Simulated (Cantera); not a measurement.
Input: 1 mol MgO, 0.45 mol C, 0.037 mol CO, at 40.0 Pa.

Method: chemical equilibrium by Gibbs-energy minimisation in Cantera with the NASA 1993 tables (ideal gas, pure condensed phases). Candidate condensed phases: C, Mg, MgCO3, MgO; 15 gas species. Kinetics and transport are ignored.

**Question.** What share of the Mg ends up in condensed phases as a function of T (K), at 1150, 1350, 1550, 1750, 1950, 2150, 2350, 2550?

**Answer.** 
```tsv
T (K)	Mg condensed (%)	as
1150	100.0	MgO(s)
1350	99.9	MgO(s)
1550	55.0	MgO(s)
1750	55.0	MgO(s)
1950	54.6	MgO(s)
2150	49.9	MgO(s)
2350	0.0	-
2550	0.0	-
```
